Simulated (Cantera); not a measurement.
What does this Cantera script print?

```python
import numpy as np
import cantera as ct

gas = ct.Solution("gri30.yaml")
gas.TPX = 548, 24000, {'CH4': 1, 'O2': 1.54, 'N2': 5.78}
inlet = ct.Reservoir(gas, clone=True)
gas.equilibrate("HP")  # start burning
reactor = ct.IdealGasConstPressureReactor(gas, energy="on", clone=False)
exhaust = ct.Reservoir(gas, clone=True)
tau = [0.073, 0.04, 0.022, 0.012, 0.0065, 0.0035, 0.0019, 0.001, 0.00057, 0.00031, 0.00017, 9.1e-05, 5e-05][0]
for a, b in ((inlet, reactor), (reactor, exhaust)):
    ct.MassFlowController(a, b, mdot=lambda t: reactor.mass / tau)
net = ct.ReactorNet([reactor])
show = ['CH4', 'O2', 'H2O', 'N2O', 'NO2', 'H2O2', 'H']

rows = []
print(f"{'tau/s':>10s}{'T/K':>9s}" + "".join(f"{s:>11s}" for s in show))
for tau in [0.073, 0.04, 0.022, 0.012, 0.0065, 0.0035, 0.0019, 0.001, 0.00057, 0.00031, 0.00017, 9.1e-05, 5e-05]:
    net.initial_time = 0.0
    net.advance(30 * tau)
    before = gas.X
    net.advance(40 * tau)
    drift = np.max(np.abs(gas.X - before) / (gas.X + 1e-9))
    rows.append([gas.T, *gas[show].X, drift])
    print(f"{tau:10.3e}{gas.T:9.1f}" + "".join(f"{x:11.3e}" for x in gas[show].X))
```

Result:

```
     tau/s      T/K        CH4         O2        H2O        N2O        NO2       H2O2          H
 7.300e-02   2165.0  1.339e-05  7.642e-04  1.788e-01  1.253e-08  5.936e-09  1.207e-08  6.381e-03
 4.000e-02   2149.7  1.969e-05  1.043e-03  1.776e-01  1.334e-08  5.538e-09  1.479e-08  7.541e-03
 2.200e-02   2132.5  2.973e-05  1.397e-03  1.761e-01  1.404e-08  5.006e-09  1.790e-08  8.813e-03
 1.200e-02   2113.7  4.672e-05  1.839e-03  1.746e-01  1.475e-08  4.404e-09  2.140e-08  1.014e-02
 6.500e-03   2094.4  7.658e-05  2.387e-03  1.731e-01  1.569e-08  3.808e-09  2.524e-08  1.142e-02
 3.500e-03   2075.3  1.312e-04  3.093e-03  1.717e-01  1.716e-08  3.267e-09  2.942e-08  1.248e-02
 1.900e-03   2056.4  2.326e-04  4.078e-03  1.705e-01  1.930e-08  2.797e-09  3.432e-08  1.318e-02
 1.000e-03   2033.3  4.463e-04  5.781e-03  1.693e-01  2.192e-08  2.335e-09  4.237e-08  1.338e-02
 5.700e-04   2003.7  8.422e-04  8.531e-03  1.679e-01  2.291e-08  1.935e-09  5.780e-08  1.293e-02
 3.100e-04   1939.5  2.008e-03  1.536e-02  1.644e-01  1.853e-08  1.600e-09  1.164e-07  1.103e-02
 1.700e-04    548.0  1.202e-01  1.851e-01  5.286e-15  1.112e-21  5.365e-20  1.546e-19  7.289e-27
 9.100e-05    548.0  1.202e-01  1.851e-01  6.970e-16  1.466e-22  7.074e-21  2.039e-20  9.593e-28
 5.000e-05    548.0  1.202e-01  1.851e-01  2.542e-19  5.347e-26  2.580e-24  7.437e-24  3.746e-31
```

Computed with Cantera and GRI-Mech 3.0 (53 species, 325 reactions).
